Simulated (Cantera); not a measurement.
An isothermal, constant-pressure homogeneous reactor starts with CH4 : CO2 = 1 : 0.5 (molar parts), at 1373 K and 500000 Pa. Integrator tolerance rtol = 1e-08.

Computed with Cantera and GRI-Mech 3.0 (53 species, 325 reactions). GRI-Mech 3.0 stops at C3 and has no aromatics, soot or wall deposition, so with more carbon than oxygen in the feed, carbon stays in small species such as C2H2 where larger ones or solid carbon would form.

### Question
What does this change do: temperature 1373 to 1800 K?

### Answer
```tsv
quantity	before	after
x(CH4) at 40.0 s	0.298 (gas-phase equilibrium 0.189)	0.0306 (gas-phase equilibrium 0.0306)
x(CO2) at 40.0 s	0.0775 (gas-phase equilibrium 3.90e-5)	1.66e-6 (gas-phase equilibrium 1.68e-6)
x(H2O2) at 40.0 s	<1e-12 (gas-phase equilibrium <1e-12)	<1e-12 (gas-phase equilibrium <1e-12)
x(CO) at 40.0 s	0.235 (gas-phase equilibrium 0.397)	0.345 (gas-phase equilibrium 0.345)
x(H2) at 40.0 s	0.185 (gas-phase equilibrium 0.409)	0.553 (gas-phase equilibrium 0.553)
x(C2H4) at 40.0 s	0.0408 (gas-phase equilibrium 0.00337)	0.00428 (gas-phase equilibrium 0.00428)
x(H2O) at 40.0 s	0.125 (gas-phase equilibrium 8.25e-5)	1.02e-5 (gas-phase equilibrium 1.03e-5)
```

### Question
What does this change do: CH4 1 to 7 parts?

### Answer
| quantity | before | after |
|---|---|---|
| x(CH4) at 40.0 s | 0.298 (gas-phase equilibrium 0.189) | 0.525 (gas-phase equilibrium 0.520) |
| x(CO2) at 40.0 s | 0.0775 (gas-phase equilibrium 3.90e-5) | 0.00444 (gas-phase equilibrium 5.11e-7) |
| x(H2O2) at 40.0 s | <1e-12 (gas-phase equilibrium <1e-12) | <1e-12 (gas-phase equilibrium <1e-12) |
| x(CO) at 40.0 s | 0.235 (gas-phase equilibrium 0.397) | 0.0631 (gas-phase equilibrium 0.105) |
| x(H2) at 40.0 s | 0.185 (gas-phase equilibrium 0.409) | 0.257 (gas-phase equilibrium 0.294) |
| x(C2H4) at 40.0 s | 0.0408 (gas-phase equilibrium 0.00337) | 0.0656 (gas-phase equilibrium 0.0493) |
| x(H2O) at 40.0 s | 0.125 (gas-phase equilibrium 8.25e-5) | 0.0371 (gas-phase equilibrium 2.95e-6) |
